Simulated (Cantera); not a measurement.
An isothermal, constant-pressure homogeneous reactor starts with 0.977 % C2H4, 0.205 % O2, 97.7 % N2, 1.08 % H2O, equivalence ratio 14, at 1175 K and 3750 Torr.

Computed with Cantera and GRI-Mech 3.0 (53 species, 325 reactions). GRI-Mech 3.0 was tuned for natural gas; its chemistry of ethylene as a main component is partial and can be far from experiment. GRI-Mech 3.0 stops at C3 and has no aromatics, soot or wall deposition, so with more carbon than oxygen in the feed, carbon stays in small species such as C2H2 where larger ones or solid carbon would form.

x: mole fraction; the columns are a selection and need not sum to one.

```json
[
 {"t (s)": "8.00e-5", "x C2H4": "0.00977", "x O2": "0.00205", "x CH4": "<1e-12", "x CH2CO": "2.27e-11", "x CH3": "1.12e-11", "x HCN": "<1e-12"},
 {"t (s)": "0.000204", "x C2H4": "0.00977", "x O2": "0.00205", "x CH4": "3.08e-11", "x CH2CO": "4.17e-10", "x CH3": "1.94e-10", "x HCN": "<1e-12"},
 {"t (s)": "0.000521", "x C2H4": "0.00977", "x O2": "0.00205", "x CH4": "1.58e-8", "x CH2CO": "1.88e-7", "x CH3": "8.58e-8", "x HCN": "<1e-12"},
 {"t (s)": "0.00133", "x C2H4": "0.00876", "x O2": "0.00141", "x CH4": "0.000129", "x CH2CO": "0.000277", "x CH3": "1.75e-5", "x HCN": "5.31e-10"},
 {"t (s)": "0.00340", "x C2H4": "0.00758", "x O2": "0.000601", "x CH4": "0.000344", "x CH2CO": "0.000423", "x CH3": "9.02e-6", "x HCN": "1.36e-9"},
 {"t (s)": "0.00868", "x C2H4": "0.00689", "x O2": "0.000205", "x CH4": "0.000530", "x CH2CO": "0.000379", "x CH3": "3.79e-6", "x HCN": "1.73e-9"},
 {"t (s)": "0.0222", "x C2H4": "0.00643", "x O2": "6.28e-5", "x CH4": "0.000686", "x CH2CO": "0.000287", "x CH3": "1.47e-6", "x HCN": "1.84e-9"},
 {"t (s)": "0.0566", "x C2H4": "0.00602", "x O2": "1.66e-5", "x CH4": "0.000821", "x CH2CO": "0.000189", "x CH3": "6.32e-7", "x HCN": "1.89e-9"},
 {"t (s)": "0.144", "x C2H4": "___", "x O2": "___", "x CH4": "___", "x CH2CO": "___", "x CH3": "___", "x HCN": "1.91e-9"},
 {"t (s)": "0.369", "x C2H4": "0.00482", "x O2": "2.08e-7", "x CH4": "0.00103", "x CH2CO": "2.64e-5", "x CH3": "1.58e-7", "x HCN": "1.93e-9"},
 {"t (s)": "0.941", "x C2H4": "___", "x O2": "___", "x CH4": "0.00108", "x CH2CO": "___", "x CH3": "___", "x HCN": "1.93e-9"},
 {"t (s)": "2.40", "x C2H4": "0.00309", "x O2": "<1e-12", "x CH4": "0.00113", "x CH2CO": "5.45e-7", "x CH3": "9.11e-8", "x HCN": "1.93e-9"},
 {"t (s)": "6.14", "x C2H4": "0.00266", "x O2": "<1e-12", "x CH4": "0.00125", "x CH2CO": "5.78e-7", "x CH3": "8.94e-8", "x HCN": "1.93e-9"},
 {"t (s)": "15.7", "x C2H4": "0.00255", "x O2": "<1e-12", "x CH4": "0.00148", "x CH2CO": "5.71e-7", "x CH3": "9.42e-8", "x HCN": "1.93e-9"},
 {"t (s)": "40.0", "x C2H4": "0.00240", "x O2": "<1e-12", "x CH4": "0.00193", "x CH2CO": "5.48e-7", "x CH3": "1.00e-7", "x HCN": "1.93e-9"}
]
```

Fill in the missing entries.


- 0.144, x C2H4: 0.00551
- 0.144, x O2: 2.85e-6
- 0.144, x CH4: 0.000941
- 0.144, x CH2CO: 9.33e-5
- 0.144, x CH3: 3.05e-7
- 0.941, x C2H4: 0.00398
- 0.941, x O2: 2.69e-9
- 0.941, x CH2CO: 2.75e-6
- 0.941, x CH3: 1.02e-7
